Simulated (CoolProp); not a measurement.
Vapour-liquid equilibrium of cyclohexane (1) + m-xylene (2) at 1.11 MPa; x and y are mole fractions of (1).

Model: multi-fluid Helmholtz-energy mixture model, Zhou 2014 and Zhou 2012; pair parameters Bell 2016, in CoolProp.

| x | bubble temperature, mixture model (°C) | bubble temperature, Raoult's law (°C) | y, mixture model | y, Raoult's law |
|---|---|---|---|---|
| 0.05 | 251.9 | 252.1 | 0.109 | 0.128 |
| 0.15 | 241.4 | 242.0 | 0.297 | 0.336 |
| 0.25 | 232.0 | 233.1 | 0.448 | 0.495 |
| 0.35 | 223.8 | 225.0 | 0.569 | 0.619 |
| 0.45 | 216.6 | 217.8 | 0.666 | 0.716 |
| 0.55 | 210.2 | 211.3 | 0.747 | 0.794 |
| 0.65 | 204.5 | 205.3 | 0.814 | 0.857 |
| 0.75 | 199.4 | 199.9 | 0.873 | 0.908 |
| 0.85 | 194.7 | 194.9 | 0.927 | 0.950 |
| 0.95 | 190.3 | 190.3 | 0.976 | 0.985 |

The largest gap from Raoult's law is -1.2 K in bubble temperature, at x = 0.45. No azeotrope shows between x = 0.05 and 0.95.

The pair parameters rest on a limited set of measurements; away from them the model extrapolates.
